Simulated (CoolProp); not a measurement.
Computed with CoolProp (reference Helmholtz-energy equation of state, McLinden 2015).

Question: For the fluoroketone C6F12O (FK-5-1-12), give the phase and the Z, Joule-Thomson coefficient (K/MPa), fugacity coefficient at 176.15 °C and 1250 kPa; 176.15 °C and 6850 kPa; 176.15 °C and 8100 kPa.

Answer: 
- 176.15 °C and 1250 kPa: gas; Z 0.738, Joule-Thomson coefficient 12.0, fugacity coefficient 0.789
- 176.15 °C and 6850 kPa: supercritical; Z 0.508, Joule-Thomson coefficient 0.462, fugacity coefficient 0.293
- 176.15 °C and 8100 kPa: supercritical; Z 0.586, Joule-Thomson coefficient 0.312, fugacity coefficient 0.271
